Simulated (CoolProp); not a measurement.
Vapour pressure (MPa) of n-perfluorohexane: the reference equation beside estimates from Tc = 174.9 °C, pc = 1.742 MPa, ω = 0.497. Clausius-Clapeyron is anchored at 87.55 °C with a constant enthalpy of vaporisation of 25.39 kJ/mol.

Values from CoolProp's reference Helmholtz-energy equation of state, Gao 2022.

```
T (°C)  reference  Lee-Kesler  Clausius-Clapeyron  van der Waals  Redlich-Kwong  Soave-Redlich-Kwong  Peng-Robinson
------  ---------  ----------  ------------------  -------------  -------------  -------------------  -------------
73.75      0.1722      0.1729              0.1827         0.5732         0.3381               0.1737         0.1726
76.05      0.1844      0.1852              0.1936         0.5913         0.3549               0.1861         0.1849
78.35      0.1973      0.1982              0.2050         0.6099         0.3724               0.1993         0.1978
80.65      0.2109      0.2119              0.2169         0.6288         0.3904               0.2132         0.2115
82.95      0.2251      0.2262              0.2293         0.6480         0.4091               0.2277         0.2258
85.25      0.2401      0.2413              0.2423         0.6677         0.4283               0.2431         0.2409
87.55      0.2558      0.2572              0.2558         0.6877         0.4482               0.2592         0.2568
89.85      0.2723      0.2738              0.2699         0.7080         0.4687               0.2762         0.2735
92.15      0.2896      0.2913              0.2846         0.7288         0.4898               0.2939         0.2910
94.45      0.3078      0.3095              0.2999         0.7499         0.5115               0.3126         0.3093
96.75      0.3268      0.3287              0.3158         0.7714         0.5339               0.3321         0.3286
99.05      0.3466      0.3487              0.3323         0.7933         0.5570               0.3526         0.3487
101.35     0.3674      0.3696              0.3495         0.8156         0.5807               0.3740         0.3698
103.65     0.3891      0.3915              0.3673         0.8383         0.6052               0.3963         0.3918
105.95     0.4118      0.4143              0.3858         0.8613         0.6303               0.4197         0.4149
```

Absolute difference from the reference over all 15 rows, mean and median: Lee-Kesler 0.5 and 0.6 %, Clausius-Clapeyron 3.3 and 3.4 %, van der Waals 164.2 and 160.0 %, Redlich-Kwong 73.1 and 72.1 %, Soave-Redlich-Kwong 1.4 and 1.4 %, Peng-Robinson 0.4 and 0.4 %.
